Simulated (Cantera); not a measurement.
Ammonia decomposition in nitride growth gas

A perfectly stirred reactor is fed with 73.5 % NH₃, 26.5 % N₂, at 8.25 Torr; it is held at 2223 K, and followed from long to short residence time.

Detailed kinetics in Cantera: the gas-phase N/H chemistry of the illustrative SiF4/NH3 mechanism in the Surface Chemkin manual (1991). Walls and surfaces, which speed up NH3 decomposition in real reactors, are not modelled.

```tsv
τ (s)	x NH₃	x NH	x H	x NH₂	x N	x N₂
19	0.00444	1.96e-5	0.00484	0.000106	8.40e-6	0.363
7.1	0.0172	2.65e-5	0.00283	0.000245	6.67e-6	0.361
2.6	0.0473	3.71e-5	0.00196	0.000484	6.61e-6	0.357
0.95	0.113	5.08e-5	0.00137	0.000890	6.79e-6	0.349
0.35	0.234	6.52e-5	0.000898	0.00150	6.64e-6	0.332
0.13	0.406	7.43e-5	0.000516	0.00226	5.71e-6	0.309
0.047	0.570	7.17e-5	0.000248	0.00301	3.78e-6	0.286
0.017	0.669	5.78e-5	0.000103	0.00355	1.67e-6	0.272
0.0064	0.712	4.09e-5	3.70e-5	0.00355	5.19e-7	0.267
```
x: mole fraction; the columns are a selection and need not sum to one.
